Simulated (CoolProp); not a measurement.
Dodecamethylpentasiloxane (MD3M) at 310.78 K and 0.877 MPa is throttled through a valve to 0.543 MPa with no heat exchange. Each further row changes one setting.

The numbers come from the reference Helmholtz-energy equation of state, Thol 2019 in CoolProp.

```json
[
 {"case": "as stated", "temperature change (K)": "+0.1", "final density (kg/m³)": "858"},
 {"case": "outlet pressure 0.163 MPa", "temperature change (K)": "+0.3", "final density (kg/m³)": "858"},
 {"case": "outlet pressure 0.706 MPa", "temperature change (K)": "+0.1", "final density (kg/m³)": "859"}
]
```
